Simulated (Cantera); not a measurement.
Thermodynamics of silicon nitride deposition, feed SiH₂Cl₂ + NH₃

Feed: 1 mol SiH₂Cl₂, a varied amount of NH₃, held at 527 °C and 1330 Pa.

These are equilibrium values from Cantera (NASA tables, ideal gas, pure condensed phases), not measurements of a reactor. Candidate condensed phases: NH₄Cl, Si, Si₃N₄; 28 gas species. The tables' values for SiCl₃ are old estimates; treat these amounts as uncertain. Equilibrium is a limit: real reactors are often held back by kinetics, nucleation or transport.

```tsv
n(NH₃) (mol)	x H₂	x HCl	x SiCl₄	x N₂	x SiHCl₃	x SiH₂Cl₂	x SiCl₃	n Si(s)	n Si₃N₄(s)
0.29	0.727	0.00445	0.233	<1e-12	0.0344	0.000411	0.000242	0.268	0.0725
0.45	0.757	0.00440	0.206	<1e-12	0.0320	0.000402	0.000221	0.147	0.113
0.69	0.779	0.0316	0.185	2.38e-9	0.00412	7.43e-6	2.80e-5	0	0.172
1.1	0.620	0.296	0.0708	0.0135	0.000134	2.05e-8	1.02e-6	0	0.252
1.6	0.605	0.307	0.0347	0.0529	6.18e-5	8.88e-9	4.76e-7	0	0.281
2.5	0.619	0.268	0.0124	0.101	2.59e-5	4.38e-9	1.97e-7	0	0.307
3.8	0.646	0.210	0.00348	0.141	9.66e-6	2.17e-9	7.21e-8	0	0.323
5.9	0.675	0.149	0.000704	0.174	2.88e-6	9.49e-10	2.10e-8	0	0.330
9.1	0.699	0.102	0.000130	0.199	8.06e-7	4.04e-10	5.78e-9	0	0.332
14	0.716	0.0681	2.34e-5	0.216	2.22e-7	1.71e-10	1.58e-9	0	0.333
```
x: gas mole fraction; n: condensed amount in mol.

From 0.29 mol NH₃ to 0.45 mol NH₃ the condensed part is Si(s) + Si₃N₄(s). From 0.69 mol NH₃ to 14 mol NH₃ the condensed part is Si₃N₄(s). The main Si-bearing gas is SiCl₄ throughout.
